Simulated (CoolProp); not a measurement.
A simple Rankine cycle with water: condensing at 313.15 K, boiler at 18 MPa, turbine inlet 670.4 K, turbine efficiency 0.85, pump efficiency 0.7, no recuperator. Each further row changes one setting.

Computed with CoolProp (reference Helmholtz-energy equation of state, Wagner 2002).

```
case                             thermal efficiency (%)  net work (kJ/kg)  heat in (kJ/kg)  turbine exit temperature (K)  volume ratio over the turbine
-------------------------------  ----------------------  ----------------  ---------------  ----------------------------  -----------------------------
as stated                                          34.2               917             2680                         313.1                           1220
turbine inlet 690.4 K                              34.6               962             2780                         313.1                           1140
condensing temperature 305.15 K                    35.1               952             2710                         305.1                           1830
boiler pressure 12.6 MPa                           33.9               962             2840                         313.1                            776
turbine efficiency 0.75                            30.1               806             2680                         313.1                           1290
```

The expansion ends wet for: as stated; turbine inlet 690.4 K; condensing temperature 305.15 K; boiler pressure 12.6 MPa; turbine efficiency 0.75.
